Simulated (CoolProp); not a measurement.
n-pentane along the isotherm 149.95 °C: Z from the reference equation and from simpler models built on Tc = 196.5 °C, pc = 3368 kPa, ω = 0.251; each cubic takes its own stable root.

Computed with CoolProp (reference Helmholtz-energy equation of state, Thol 2019).

| p (kPa) | phase | reference | van der Waals | Peng-Robinson |
|---|---|---|---|---|
| 112 | gas | 0.9836 | 0.9872 | 0.9825 |
| 225 | gas | 0.9666 | 0.9739 | 0.9645 |
| 337 | gas | 0.9493 | 0.9605 | 0.9462 |
| 449 | gas | 0.9313 | 0.9467 | 0.9274 |
| 561 | gas | 0.9128 | 0.9325 | 0.9081 |
| 674 | gas | 0.8935 | 0.9178 | 0.8881 |
| 786 | gas | 0.8735 | 0.9028 | 0.8677 |
| 898 | gas | 0.8526 | 0.8873 | 0.8465 |
| 1010 | gas | 0.8308 | 0.8712 | 0.8245 |
| 1120 | gas | 0.8082 | 0.8548 | 0.8019 |
| 1230 | gas | 0.7842 | 0.8377 | 0.7783 |
| 1350 | gas | 0.7562 | 0.8182 | 0.7511 |
| 1460 | gas | 0.7283 | 0.7994 | 0.7245 |
| 1680 | liquid | 0.07475 | 0.7585 | 0.07793 |

At some of these states van der Waals gives the other phase, because its saturation line lies elsewhere.
